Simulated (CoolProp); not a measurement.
The numbers come from the reference Helmholtz-energy equation of state, Lemmon 2006 in CoolProp. It is a short technical equation, of lower accuracy than the large ones.

### Question
For R142b, give the phase and the cv (kJ/(kg K)), speed of sound (m/s), expansivity (1/kK) at 20.85 °C and 5.14 MPa; 61.45 °C and 5.14 MPa; 129.15 °C and 5.14 MPa.

### Answer
- 20.85 °C and 5.14 MPa: liquid; cv 0.869, speed of sound 702, expansivity 2.05
- 61.45 °C and 5.14 MPa: liquid; cv 0.925, speed of sound 540, expansivity 2.67
- 129.15 °C and 5.14 MPa: liquid; cv 1.03, speed of sound 248, expansivity 8.28
